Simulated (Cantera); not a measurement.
An adiabatic, constant-volume homogeneous reactor starts with H₂ : O₂ : N₂ = 1 : 1.52 : 5.7 (molar parts), at 975 K and 1950 Torr. Integrator tolerance rtol = 1e-08.

Computed with Cantera and the H2/O2 subset of GRI-Mech 3.0, which has no nitrogen chemistry. The hydrogen kinetics of GRI-Mech 3.0 are dated; newer H2 mechanisms differ, most at raised pressure.

What does this change do: initial temperature 975 to 1000 K?


| quantity | before | after |
|---|---|---|
| time of steepest temperature rise | 33.1 ms | 13.1 ms |
| temperature at 0.400 s | 2078 K | 2098 K |
| equilibrium temperature | 2078 K | 2098 K |
| x(H₂) at 0.400 s | 7.94e-5 (gas-phase equilibrium 7.94e-5) | 9.20e-5 (gas-phase equilibrium 9.20e-5) |
| x(O₂) at 0.400 s | 0.131 (gas-phase equilibrium 0.131) | 0.131 (gas-phase equilibrium 0.131) |
| x(O) at 0.400 s | 0.000190 (gas-phase equilibrium 0.000190) | 0.000221 (gas-phase equilibrium 0.000221) |
| x(OH) at 0.400 s | 0.00198 (gas-phase equilibrium 0.00198) | 0.00217 (gas-phase equilibrium 0.00217) |
| x(H₂O₂) at 0.400 s | 2.53e-7 (gas-phase equilibrium 2.53e-7) | 2.67e-7 (gas-phase equilibrium 2.67e-7) |
| x(H₂O) at 0.400 s | 0.128 (gas-phase equilibrium 0.128) | 0.128 (gas-phase equilibrium 0.128) |
| x(HO₂) at 0.400 s | 4.62e-6 (gas-phase equilibrium 4.62e-6) | 4.96e-6 (gas-phase equilibrium 4.96e-6) |

What does this change do: pressure from 1950 Torr to 750 Torr?


```tsv
quantity	before	after
time of steepest temperature rise	33.1 ms	0.629 ms
temperature at 0.400 s	2078 K	2074 K
equilibrium temperature	2078 K	2074 K
x(H₂) at 0.400 s	7.94e-5 (gas-phase equilibrium 7.94e-5)	0.000124 (gas-phase equilibrium 0.000124)
x(O₂) at 0.400 s	0.131 (gas-phase equilibrium 0.131)	0.131 (gas-phase equilibrium 0.131)
x(O) at 0.400 s	0.000190 (gas-phase equilibrium 0.000190)	0.000298 (gas-phase equilibrium 0.000298)
x(OH) at 0.400 s	0.00198 (gas-phase equilibrium 0.00198)	0.00246 (gas-phase equilibrium 0.00246)
x(H₂O₂) at 0.400 s	2.53e-7 (gas-phase equilibrium 2.53e-7)	1.54e-7 (gas-phase equilibrium 1.54e-7)
x(H₂O) at 0.400 s	0.128 (gas-phase equilibrium 0.128)	0.128 (gas-phase equilibrium 0.128)
x(HO₂) at 0.400 s	4.62e-6 (gas-phase equilibrium 4.62e-6)	3.58e-6 (gas-phase equilibrium 3.58e-6)
```
